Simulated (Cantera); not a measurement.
Charge: 1 mol MgCO₃, 3.4 mol H₂S, 0.074 mol CO₂, held at 877 °C and 0.100 bar.

Cantera equilibrium calculation (NASA polynomials, part measured and part estimated; ideal gas, pure solids and liquids). Candidate condensed phases: C, C₆H₆, C₇H₈, C₈H₁₈, H₂O, H₂SO₄, Mg, MgCO₃, MgO, Mg(OH)₂, MgS, MgSO₄, S; 130 gas species. Gases not in the tables: S₃ to S₇. Rates play no part.

**Question.** What is the equilibrium state?

**Answer.** 
- x(H₂S): 0.430
- x(H₂): 0.121
- x(H₂O): 0.121
- x(S₂): 0.115
- x(CO): 0.109
- x(CO₂): 0.0913
- x(COS): 0.0122
- x(CS₂): 0.000388
- x(SH): 0.000311
- n(MgO(s)): 1.00 mol
- gas amount: 5.055 mol
- log10 activity of S(l) (absent): -1.68
- log10 activity of C(graphite) (absent): -3.29
- log10 activity of Mg(l) (absent): -13.24
